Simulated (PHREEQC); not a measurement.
A made-up water analysis in mg/L, 25 °C, pH 3.24, pe 8.9: Na 36.5; K 338; Ca 38.7; Mg 40; Cl 60.2; S(6) as SO4 840; F 0.0721; Fe(3) 26.1.

Valence states are taken as typed.

All values are PHREEQC results (ion-association model, wateq4f.dat), not measurements.

Problem. The ionic strength comes out as 0.0245 mol/kgw. What activity coefficients do Mg+2, FeF+2, HSO4-, KSO4-, Fe2(OH)2+4 get?

Solution. Mg+2 0.57, FeF+2 0.56, HSO4- 0.86, KSO4- 0.86, Fe2(OH)2+4 0.090.

No solid was allowed to form. Saturation is exceeded, for instance for Jarosite-K, Jarosite-Na; the values hold only as long as no solid forms. Species that the database lacks are ignored. Fluoro complexes past AlF4- and FeF3 are missing from the database.
